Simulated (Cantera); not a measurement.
What does this Cantera script print?

```python
import numpy as np
import cantera as ct

gas_names = """
    C CH CH2 CH3 CH2OH CH3O CH4 CH3OH CO CO2 COOH C2 C2H CHCO,ketyl C2H2,acetylene C2H2,vinylidene
    CH2CO,ketene C2H3,vinyl CH3CO,acetyl C2H4 C2H4O,ethylen CH3CHO,ethanal CH3COOH (HCOOH)2 C2H5 C2H6
    CH3OCH3 C2H5OH C2O C3 C3H3,propargyl C3H4,allene C3H4,propyne C3H4,cyclo- C3H5,allyl C3H6,propylene
    C3H6,cyclo- C3H6O C3H7,n-propyl C3H7,i-propyl C3H8 C3H8O,1propanol C3H8O,2propanol C3O2 C4 C4H2
    C4H4,1,3-cyclo- C4H6,butadiene C4H6,2-butyne C4H6,cyclo- C4H8,1-butene C4H8,cis2-buten
    C4H8,tr2-butene C4H8,isobutene C4H8,cyclo- (CH3COOH)2 C4H9,n-butyl C4H9,i-butyl C4H9,s-butyl
    C4H9,t-butyl C4H10,isobutane C4H10,n-butane C5 C5H6,1,3cyclo- C5H8,cyclo- C5H10,1-pentene
    C5H10,cyclo- C5H11,pentyl C5H11,t-pentyl C5H12,n-pentane C5H12,i-pentane CH3C(CH3)2CH3 C6H2
    C6H5,phenyl C6H5O,phenoxy C6H6 C6H5OH,phenol C6H10,cyclo- C6H12,1-hexene C6H12,cyclo- C6H13,n-hexyl
    C7H7,benzyl C7H8 C7H8O,cresol C7H14,1-heptene C7H15,n-heptyl C7H16,n-heptane C8H8,styrene
    C8H10,ethylbenz C8H16,1-octene C8H17,n-octyl C8H18,isooctane C8H18,n-octane C9H19,n-nonyl
    C10H8,naphthale C10H21,n-decyl C12H9,o-bipheny C12H10,bipheny H HCO HO2 H2 HCHO,formaldehy HCOOH H2O
    H2O2 Mg MgH MgO MgOH MgO2H2 Mg2 O OH O2 O3
""".split()
cond_names = """
    C(gr) C6H6(L) C7H8(L) C8H18(L),n-octa H2O(s) H2O(L) Mg(cr) Mg(L) MgCO3(s) MgO(s) MgO(L) MgO2H2(s)
""".split()


def load(file, names, dense=False):
    # The tables refer to 1 bar. Condensed volumes are neglected.
    table = {s.name: s for s in ct.Species.list_from_file(file)}
    out = []
    for n in names:
        d = dict(table[n].input_data)
        d["thermo"] = dict(d["thermo"], **{"reference-pressure": 1e5})
        if dense:
            d["equation-of-state"] = {"model": "constant-volume", "density": "1e6 g/cm^3"}
        out.append(ct.Species.from_dict(d))
    return out


gas = ct.Solution(thermo="ideal-gas", species=load("nasa_gas.yaml", gas_names))
cond = {s.name: ct.Solution(thermo="fixed-stoichiometry", species=[s], name=s.name)
        for s in load("nasa_condensed.yaml", cond_names, dense=True)}
atoms = {
    'MgCO3': {'Mg': 1, 'C': 1, 'O': 3},
    'H2': {'H': 2},
}
top_T = {'C(gr)': 4500}  # K; cautious upper limits of use, not melting points


def equilibrate(T, P, feed):
    n = {}
    for name, mol in feed.items():
        for a, k in atoms[name].items():
            n[a] = n.get(a, 0.0) + k * mol
    gas.TPX = T, P, n
    mass = sum(n.values()) * gas.mean_molecular_weight
    gas.equilibrate("TP")
    valid = [c for c in cond.values() if c.min_temp <= T <= top_T.get(c.name, c.max_temp)]
    mix = ct.Mixture([(gas, mass / gas.mean_molecular_weight)] + [(c, 0.0) for c in valid])
    mix.T, mix.P = T, P
    mix.equilibrate("TP", solver="vcs", rtol=1e-11, max_steps=5000)
    return mix


results = []
feed = {'MgCO3': 1, 'H2': 5.6}  # mol
T = 1973.15  # K
for P in [10, 42, 180, 750, 3200, 13000, 56000, 240000, 1000000]:
    mix = equilibrate(T, P, feed)
    results.append((T, P, feed, dict(zip(mix.species_names, mix.species_moles))))
    x = sorted(zip(gas.X, gas.species_names), reverse=True)
    print(f"T = {T:g} K  P = {P:g} Pa  gas = {mix.phase_moles(0):.4g} mol")
    print("   x: " + "  ".join(f"{s} {v:.3e}" for v, s in x if v > 1e-05))
    print("   condensed (mol): " + ("  ".join(f"{mix.phase(i).name} {mix.phase_moles(i):.4g}"
          for i in range(1, mix.n_phases) if mix.phase_moles(i) > 1e-12) or "none"))
```

Result:

```
T = 1973.15 K  P = 10 Pa  gas = 7.975 mol
   x: H2 4.245e-01  H2O 2.313e-01  Mg 1.250e-01  CO 1.118e-01  H 8.801e-02  CO2 1.358e-02  OH 4.552e-03  O 6.947e-04  MgOH 2.994e-04  O2 1.637e-04  MgO 7.990e-05  MgH 1.244e-05
   condensed (mol): none
T = 1973.15 K  P = 42 Pa  gas = 7.29 mol
   x: H2 5.483e-01  H2O 1.945e-01  CO 1.271e-01  Mg 6.915e-02  H 4.880e-02  CO2 1.005e-02  OH 1.644e-03  MgOH 2.512e-04  O 1.077e-04  MgO 2.879e-05  O2 1.653e-05  MgH 1.603e-05
   condensed (mol): MgO(s) 0.4937
T = 1973.15 K  P = 180 Pa  gas = 6.847 mol
   x: H2 6.440e-01  H2O 1.607e-01  CO 1.383e-01  H 2.555e-02  Mg 2.294e-02  CO2 7.696e-03  OH 6.053e-04  MgOH 1.315e-04  O 1.768e-05  MgH 1.193e-05
   condensed (mol): MgO(s) 0.8418
T = 1973.15 K  P = 750 Pa  gas = 6.686 mol
   x: H2 6.822e-01  H2O 1.487e-01  CO 1.426e-01  H 1.288e-02  CO2 6.930e-03  Mg 6.304e-03  OH 2.666e-04  MgOH 6.632e-05
   condensed (mol): MgO(s) 0.9573
T = 1973.15 K  P = 3200 Pa  gas = 6.632 mol
   x: H2 6.957e-01  H2O 1.455e-01  CO 1.441e-01  CO2 6.718e-03  H 6.298e-03  Mg 1.540e-03  OH 1.251e-04  MgOH 3.242e-05
   condensed (mol): MgO(s) 0.9895
T = 1973.15 K  P = 13000 Pa  gas = 6.613 mol
   x: H2 7.003e-01  H2O 1.449e-01  CO 1.445e-01  CO2 6.667e-03  H 3.135e-03  Mg 3.831e-04  OH 6.158e-05  MgOH 1.614e-05
   condensed (mol): MgO(s) 0.9973
T = 1973.15 K  P = 56000 Pa  gas = 6.606 mol
   x: H2 7.022e-01  H2O 1.448e-01  CO 1.447e-01  CO2 6.654e-03  H 1.513e-03  Mg 8.923e-05  OH 2.961e-05
   condensed (mol): MgO(s) 0.9993
T = 1973.15 K  P = 240000 Pa  gas = 6.603 mol
   x: H2 7.030e-01  H2O 1.448e-01  CO 1.448e-01  CO2 6.651e-03  H 7.310e-04  Mg 2.084e-05  OH 1.430e-05
   condensed (mol): MgO(s) 0.9998
T = 1973.15 K  P = 1e+06 Pa  gas = 6.601 mol
   x: H2 7.033e-01  CO 1.448e-01  H2O 1.448e-01  CO2 6.651e-03  H 3.582e-04
   condensed (mol): MgO(s) 0.9999
```

Method: chemical equilibrium by Gibbs-energy minimisation in Cantera with the NASA 1993 tables (ideal gas, pure condensed phases). The tables' values for MgH are old estimates; treat these amounts as uncertain.
